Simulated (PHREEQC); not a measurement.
Make-up at 5 °C: 0.0038 mol/kgw Ag2SO4, 0.027 mol/kgw NaNO3 and 0.3 mol/kgw Zn(NO3)2. Closed to the air; pH follows from the charge balance.

The numbers come from PHREEQC with the ion-association model, wateq4f.dat.

Question: The ionic strength comes out as 0.928 mol/kgw. What activity coefficients do SO4-2, NO3-, Zn(SO4)2-2, H+, Zn+2 get?

Answer: SO4-2 0.17, NO3- 0.57, Zn(SO4)2-2 0.38, H+ 0.75, Zn+2 0.22.

Precipitation was switched off in this run. Ionic strength above about 0.7 mol/kgw puts this run outside the model's range. At this temperature some constants are extrapolated from 25 °C, and those without enthalpy data are left unchanged.
